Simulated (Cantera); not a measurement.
**Thermodynamics of boron, boron nitride and boron oxide, feed B2O3 + NH3**

A closed system holds: 1 mol B2O3, a varied amount of NH3, at 1527 °C and 0.310 bar.

Cantera equilibrium calculation (NASA polynomials, part measured and part estimated; ideal gas, pure solids and liquids). Candidate condensed phases: B, BN, B2O3, B3O3H3, H2O; 39 gas species. Mutual solubility and eutectic melting of coexisting phases are not modelled. Equilibrium is a limit: real reactors are often held back by kinetics, nucleation or transport.

```json
[
 {"n(NH3) (mol)": "3.3", "log p H2": "-0.66", "log p N2": "-1.12", "log p HBO2": "-2.26", "log p HBO": "-2.32", "log p B2O3": "-2.47", "n BN(s)": "0.00757", "n B2O3(l)": "0.799"},
 {"n(NH3) (mol)": "4.4", "log p H2": "-0.66", "log p N2": "-1.12", "log p HBO2": "-2.26", "log p HBO": "-2.32", "log p B2O3": "-2.47", "n BN(s)": "0.0101", "n B2O3(l)": "0.732"},
 {"n(NH3) (mol)": "5.9", "log p H2": "-0.66", "log p N2": "-1.12", "log p HBO2": "-2.26", "log p HBO": "-2.32", "log p B2O3": "-2.47", "n BN(s)": "0.0135", "n B2O3(l)": "0.640"},
 {"n(NH3) (mol)": "8", "log p H2": "-0.66", "log p N2": "-1.12", "log p HBO2": "-2.26", "log p HBO": "-2.32", "log p B2O3": "-2.47", "n BN(s)": "0.0183", "n B2O3(l)": "0.512"},
 {"n(NH3) (mol)": "11", "log p H2": "-0.66", "log p N2": "-1.12", "log p HBO2": "-2.26", "log p HBO": "-2.32", "log p B2O3": "-2.47", "n BN(s)": "0.0252", "n B2O3(l)": "0.329"},
 {"n(NH3) (mol)": "14", "log p H2": "-0.66", "log p N2": "-1.12", "log p HBO2": "-2.26", "log p HBO": "-2.32", "log p B2O3": "-2.47", "n BN(s)": "0.0321", "n B2O3(l)": "0.146"},
 {"n(NH3) (mol)": "19", "log p H2": "-0.66", "log p N2": "-1.12", "log p HBO2": "-2.32", "log p HBO": "-2.35", "log p B2O3": "-2.55", "n BN(s)": "0.0295", "n B2O3(l)": "0"},
 {"n(NH3) (mol)": "26", "log p H2": "-0.65", "log p N2": "-1.12", "log p HBO2": "-2.45", "log p HBO": "-2.41", "log p B2O3": "-2.75", "n BN(s)": "0.00828", "n B2O3(l)": "0"}
]
```
log p: log10 of the partial pressure in bar; n: condensed amount in mol.

From 3.3 mol NH3 to 14 mol NH3 the condensed part is BN(s) + B2O3(l). From 19 mol NH3 to 26 mol NH3 the condensed part is BN(s). The main B-bearing gas is B2O3 at 3.3 mol NH3 and HBO at 26 mol NH3. The share of B in condensed phases is highest at 3.3 mol NH3 (80.3 %) and lowest at 26 mol NH3 (0.4 %).
